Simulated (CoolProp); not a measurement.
Vapour pressure (MPa) of ethylene: the reference equation beside estimates from Tc = 282.4 K, pc = 5.042 MPa, ω = 0.087. Clausius-Clapeyron is anchored at 169.9 K with a constant enthalpy of vaporisation of 13.51 kJ/mol.

Computed with CoolProp (reference Helmholtz-energy equation of state, Smukala 2000).

| T (K) | reference | Lee-Kesler | Clausius-Clapeyron | van der Waals | Soave-Redlich-Kwong |
|---|---|---|---|---|---|
| 140 | 0.01185 | 0.01175 | 0.01355 | 0.1324 | 0.01167 |
| 154.9 | 0.03947 | 0.03903 | 0.04137 | 0.2560 | 0.03893 |
| 169.9 | 0.1045 | 0.1037 | 0.1045 | 0.4453 | 0.1035 |
| 184.8 | 0.2312 | 0.2305 | 0.2259 | 0.7109 | 0.2301 |
| 199.8 | 0.4518 | 0.4519 | 0.4372 | 1.068 | 0.4519 |
| 214.7 | 0.7969 | 0.7979 | 0.7688 | 1.522 | 0.8011 |
| 229.7 | 1.307 | 1.308 | 1.260 | 2.088 | 1.320 |
| 244.6 | 2.015 | 2.014 | 1.939 | 2.766 | 2.039 |

Absolute difference from the reference over all 8 rows, mean and median: Lee-Kesler 0.4 and 0.2 %, Clausius-Clapeyron 4.4 and 3.6 %, van der Waals 303.0 and 171.9 %, Soave-Redlich-Kwong 0.9 and 1.0 %.
